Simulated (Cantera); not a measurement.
A closed system holds: 1 mol H2O, 0.0033 mol SO2, 5.8 mol N2, held at 502 °C and 0.100 bar.

Equilibrium computed with Cantera from the NASA thermochemical tables; the gas is ideal and each condensed phase is pure. Candidate condensed phases: H2O, H2SO4, S; 35 gas species. Rates play no part.

Task: What is the equilibrium state?

Result: 
| Item | Result |
|---|---|
| x(N2) | 0.853 |
| x(H2O) | 0.147 |
| x(SO2) | 0.000485 |
| gas amount | 6.803 mol |
| log10 activity of S(l) (absent) | -11.37 |
| log10 activity of H2SO4(l) (absent) | -12.87 |
